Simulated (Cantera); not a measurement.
An isothermal, constant-pressure homogeneous reactor starts with NH3 : N2 = 1 : 0.39 (molar parts), at 1775 K and 0.0133 bar.

Computed with Cantera and the gas-phase N/H chemistry of the illustrative SiF4/NH3 mechanism in the Surface Chemkin manual (1991). Walls and surfaces, which speed up NH3 decomposition in real reactors, are not modelled.

Question: Predict: x(NH3) at 1.00 s; x(NH) at 1.00 s; x(H) at 1.00 s; x(N2H4) at 1.00 s; x(N2H2) at 1.00 s; x(NH2) at 1.00 s.

Answer: 
```
Item                                                 Result
-----------------  ----------------------------------------
x(NH3) at 1.00 s      0.645 (gas-phase equilibrium 1.23e-7)
x(NH) at 1.00 s    4.42e-6 (gas-phase equilibrium 1.66e-10)
x(H) at 1.00 s      1.90e-5 (gas-phase equilibrium 0.00200)
x(N2H4) at 1.00 s    1.17e-8 (gas-phase equilibrium <1e-12)
x(N2H2) at 1.00 s    4.52e-6 (gas-phase equilibrium <1e-12)
x(NH2) at 1.00 s   0.000488 (gas-phase equilibrium 1.04e-9)
```
